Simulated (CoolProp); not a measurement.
A Linde-Hampson liquefier for methane: isothermal reversible compression at 300 K from 1 atm to 10 MPa, throttling to 1 atm, return gas leaving the recuperator 5 K below the feed. Each further row changes one setting.

Model: reference Helmholtz-energy equation of state, Setzmann 1991, in CoolProp.

```
case                        liquid yield per pass  compression work (kJ/kg of gas)
--------------------------  ---------------------  -------------------------------
as stated                                     [?]                              689
high pressure 20 MPa                          [?]                              [?]
warm-end temperature 330 K                    [?]                              [?]
warm-end gap 10 K                           0.086                              689
```

Question: Complete the blanks.

Answer: 
- as stated, liquid yield per pass: 0.097
- high pressure 20 MPa, liquid yield per pass: 0.185
- high pressure 20 MPa, compression work (kJ/kg of gas): 779
- warm-end temperature 330 K, liquid yield per pass: 0.070
- warm-end temperature 330 K, compression work (kJ/kg of gas): 767
